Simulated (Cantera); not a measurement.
## FeS + H₂S + O₂ (roasting and sulfation)

Feed: 1 mol FeS, 0.058 mol H₂S, 0.22 mol O₂, equilibrated at 200000 Pa.

These are equilibrium values from Cantera (NASA tables, ideal gas, pure condensed phases), not measurements of a reactor. Candidate condensed phases: Fe, FeO, Fe(OH)₂, Fe(OH)₃, FeS, FeSO₄, FeS₂, Fe₂O₃, Fe₂(SO₄)₃, Fe₃O₄, H₂O, H₂SO₄, S; 22 gas species. Metal and sulfide melt together well below either melting point, which pure phases cannot show. Mutual solubility and eutectic melting of coexisting phases are not modelled. The tables' stoichiometric FeO is somewhat more stable than real wüstite, so its field is too wide. FeO, FeS: taken at fixed stoichiometry. Gases not in the tables: S₃ to S₇. Rates play no part.

| T (K) | x SO₂ | x H₂O | x S₂ | x H₂S | x H₂ | x S₂O | n FeS(s) | n Fe₃O₄(s) | n FeO(s) | n FeS(l) |
|---|---|---|---|---|---|---|---|---|---|---|
| 948 | 0.690 | 0.288 | 0.0122 | 0.00721 | 0.000188 | 0.00217 | 0.916 | 0.0281 | 0 | 0 |
| 1023 | 0.684 | 0.287 | 0.0175 | 0.00764 | 0.000383 | 0.00273 | 0.914 | 0.0286 | 0 | 0 |
| 1098 | 0.678 | 0.286 | 0.0239 | 0.00804 | 0.000712 | 0.00333 | 0.912 | 0.0292 | 0 | 0 |
| 1173 | 0.670 | 0.285 | 0.0313 | 0.00842 | 0.00122 | 0.00395 | 0.911 | 0.0298 | 0 | 0 |
| 1248 | 0.661 | 0.283 | 0.0396 | 0.00877 | 0.00198 | 0.00457 | 0.908 | 0.0306 | 0 | 0 |
| 1323 | 0.652 | 0.281 | 0.0486 | 0.00907 | 0.00303 | 0.00517 | 0.906 | 0.0314 | 0 | 0 |
| 1398 | 0.642 | 0.279 | 0.0580 | 0.00931 | 0.00443 | 0.00575 | 0.903 | 0.0322 | 0 | 0 |
| 1473 | 0.645 | 0.261 | 0.0697 | 0.00909 | 0.00586 | 0.00651 | 0 | 0 | 0.112 | 0.888 |
| 1548 | 0.631 | 0.257 | 0.0825 | 0.00944 | 0.00801 | 0.00720 | 0 | 0 | 0.116 | 0.884 |
x: gas mole fraction; n: condensed amount in mol.

From 948 K to 1398 K the condensed part is FeS(s) + Fe₃O₄(s). From 1473 K to 1548 K the condensed part is FeO(s) + FeS(l).
